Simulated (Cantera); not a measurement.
A Cantera script and what it prints.

```python
import numpy as np
import cantera as ct

gas_names = """
    H HO2 H2 H2O H2O2 O OH O2 O3 Ti TiO TiO2
""".split()
cond_names = """
    H2O(s) H2O(L) Ti(a) Ti(b) Ti(L) TiO(a) TiO(b) TiO(L) TiO2(ru) TiO2(L) Ti2O3(a) Ti2O3(b) Ti2O3(L)
    Ti3O5(a) Ti3O5(b) Ti3O5(L) Ti4O7(s) Ti4O7(L)
""".split()


# ... load() reads the species with a 1 bar reference pressure and builds the phases ...
atoms = {
    'TiO2': {'Ti': 1, 'O': 2},
    'H2': {'H': 2},
}
top_T = {}  # K; cautious upper limits of use, not melting points


# ... equilibrate(T, P, feed) seeds the gas with the atoms and calls Mixture.equilibrate('TP', solver="vcs", rtol=1e-11, max_steps=5000) ...
results = []
feed = {'TiO2': 1, 'H2': 500}  # mol
P = 820000  # Pa
for T in [1375, 1400, 1425, 1450, 1475, 1500, 1525, 1550, 1575, 1600, 1625, 1650]:
    mix = equilibrate(T, P, feed)
    results.append((T, P, feed, dict(zip(mix.species_names, mix.species_moles))))

top = {s: max(r[3][s] / sum(r[3][g] for g in gas_names) for r in results) for s in gas_names}
cols = sorted((s for s in top if top[s] > 1e-06), key=lambda s: -top[s])[:5]
seen = [c for c in cond_names if any(r[3].get(c, 0) > 1e-12 for r in results)]
print("log10 of partial pressures in bar; condensed amounts in mol")
print(f"{'T/K':>10s}" + "".join(f"{s[:9]:>10s}" for s in cols + seen))
for T, P, feed, n in results:
    ng = sum(n[g] for g in gas_names)
    print(f"{T:10.4g}" + "".join(f"{np.log10(max(n[s] / ng * P / 1e5, 1e-99)):10.3f}" for s in cols)
          + "".join(f"{n.get(c, 0):10.4g}" for c in seen))
```

It prints:

```
log10 of partial pressures in bar; condensed amounts in mol
       T/K        H2       H2O         H  Ti2O3(b)  Ti3O5(b)
      1375     0.914    -2.262    -5.008         0    0.3333
      1400     0.914    -2.262    -4.856         0    0.3333
      1425     0.914    -2.262    -4.709         0    0.3333
      1450     0.914    -2.262    -4.567         0    0.3333
      1475     0.914    -2.262    -4.430         0    0.3333
      1500     0.914    -2.262    -4.298         0    0.3333
      1525     0.914    -2.262    -4.169         0    0.3333
      1550     0.914    -2.262    -4.045         0    0.3333
      1575     0.914    -2.262    -3.925         0    0.3333
      1600     0.914    -2.262    -3.808         0    0.3333
      1625     0.913    -2.240    -3.695   0.05343    0.2977
      1650     0.913    -2.183    -3.585    0.2009    0.1994
```

Equilibrium computed with Cantera from the NASA thermochemical tables; the gas is ideal and each condensed phase is pure. Mutual solubility and eutectic melting of coexisting phases are not modelled.
